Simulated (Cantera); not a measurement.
Input: 1 mol SiCl₄, 4 mol N₂, 0.63 mol H₂, held at 1300 K and 1900 Pa.

Cantera equilibrium calculation (NASA polynomials, part measured and part estimated; ideal gas, pure solids and liquids). Candidate condensed phases: NH₄Cl, Si, Si₃N₄; 28 gas species. N₂ is the only nitrogen source here; it is nearly inert below about 1500 K, so the nitride shown seldom forms there in practice. The tables' values for SiCl₃ are old estimates; treat these amounts as uncertain. Rates play no part.

Base state: N₂ 0.667, HCl 0.179, SiCl₄ 0.118, H₂ 0.0193, SiCl₃ 0.0101, SiCl₂ 0.00512, SiHCl₃ 0.000580 (mole fractions); condensed: Si₃N₄(s).

**Question.** What changes in the equilibrium state with this change: temperature from 1300 K to 1223.15 K?

**Answer.** 
```csv
species,before,after
N₂,0.667,0.669
HCl,0.179,0.179
SiCl₄,0.118,0.126
SiCl₃,0.0101,0.00406
SiCl₂,0.00512,0.00104
H₂,0.0193,0.0204
SiHCl₃,0.000580,0.000444
"Si₃N₄(s), mol",0.0761,0.0822
```
